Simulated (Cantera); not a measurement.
Mixture: 37.1 % H2, 13.2 % O2, 49.7 % N2, equivalence ratio 1.4, at 100000 Pa, adiabatic and at constant pressure. Ignition delay is the time to a rise of 400 K.

Detailed kinetics in Cantera: the H2/O2 subset of GRI-Mech 3.0, which has no nitrogen chemistry. Where the delays flatten at high temperature, the 400 K rule measures the pace of heat release, not the induction time.

Task: Predict: delay at 1300 K; delay at 1375 K; delay at 1450 K; delay at 1525 K; delay at 1600 K; delay at 1675 K; delay at 1750 K.

Result: 
| Property | Result |
|---|---|
| delay at 1300 K | 30.8 µs |
| delay at 1375 K | 23.9 µs |
| delay at 1450 K | 19.7 µs |
| delay at 1525 K | 17.3 µs |
| delay at 1600 K | 15.9 µs |
| delay at 1675 K | 15.2 µs |
| delay at 1750 K | 15.2 µs |
